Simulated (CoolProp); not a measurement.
Propylene at several states: fugacity coefficient from the reference equation and from simpler models built on Tc = 364.2 K, pc = 4.555 MPa, ω = 0.146; each cubic takes its own stable root.

Computed with CoolProp (reference Helmholtz-energy equation of state, Lemmon 2013).

| T (K) | p (MPa) | phase | reference |
|---|---|---|---|
| 467.6 | 8.36 | supercritical | 0.7533 |
| 187.3 | 18.1 | liquid | 0.001353 |
| 132.6 | 26.2 | liquid | 6.123e-6 |
| 191 | 3.72 | liquid | 0.004696 |

Problem. How far does each simpler model (van der Waals, Soave-Redlich-Kwong, Peng-Robinson) lie from the reference over these 4 states: mean and median of the absolute difference, and the worst?

Solution. 
- van der Waals: mean 15288.8 %, median 1432.5 %, worst +58286.4 % at 132.6 K and 26.2 MPa
- Soave-Redlich-Kwong: mean 5.0 %, median 2.5 %, worst +14.4 % at 132.6 K and 26.2 MPa
- Peng-Robinson: mean 7.2 %, median 2.9 %, worst +22.5 % at 132.6 K and 26.2 MPa
